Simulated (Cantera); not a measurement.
Silicon nitride deposition: SiCl₄ + NH₃

A closed system holds: 1 mol SiCl₄, a varied amount of NH₃, held at 2048 K and 133 Pa.

Cantera equilibrium calculation (NASA polynomials, part measured and part estimated; ideal gas, pure solids and liquids). Candidate condensed phases: NH₄Cl, Si, Si₃N₄; 28 gas species. The tables' values for SiCl, SiCl₃, SiN are old estimates; treat these amounts as uncertain. Gases not in the tables: Si₂H₆ and higher silanes. The numbers say what is thermodynamically allowed, not how fast it happens.

```json
[
 {"n(NH₃) (mol)": "0.62", "x H₂": "0.0326", "x HCl": "0.461", "x SiCl₂": "0.280", "x N₂": "0.0896", "x Cl": "0.116", "x H": "0.0111", "x Si": "0.00107"},
 {"n(NH₃) (mol)": "1.2", "x H₂": "0.176", "x HCl": "0.406", "x SiCl₂": "0.206", "x N₂": "0.131", "x Cl": "0.0439", "x H": "0.0257", "x Si": "0.00551"},
 {"n(NH₃) (mol)": "2.2", "x H₂": "0.324", "x HCl": "0.303", "x SiCl₂": "0.132", "x N₂": "0.164", "x Cl": "0.0242", "x H": "0.0349", "x Si": "0.0116"},
 {"n(NH₃) (mol)": "4.1", "x H₂": "0.447", "x HCl": "0.213", "x SiCl₂": "0.0705", "x N₂": "0.191", "x Cl": "0.0144", "x H": "0.0410", "x Si": "0.0174"},
 {"n(NH₃) (mol)": "7.8", "x H₂": "0.538", "x HCl": "0.143", "x SiCl₂": "0.0302", "x N₂": "0.211", "x Cl": "0.00888", "x H": "0.0450", "x Si": "0.0198"},
 {"n(NH₃) (mol)": "15", "x H₂": "0.601", "x HCl": "0.0923", "x SiCl₂": "0.00992", "x N₂": "0.224", "x Cl": "0.00540", "x H": "0.0476", "x Si": "0.0175"},
 {"n(NH₃) (mol)": "28", "x H₂": "0.642", "x HCl": "0.0570", "x SiCl₂": "0.00259", "x N₂": "0.232", "x Cl": "0.00323", "x H": "0.0491", "x Si": "0.0128"}
]
```
x: gas mole fraction; nothing condenses.

From 0.62 mol NH₃ to 28 mol NH₃ nothing is condensed. The main Si-bearing gas is SiCl₂ at 0.62 mol NH₃ and Si at 28 mol NH₃.
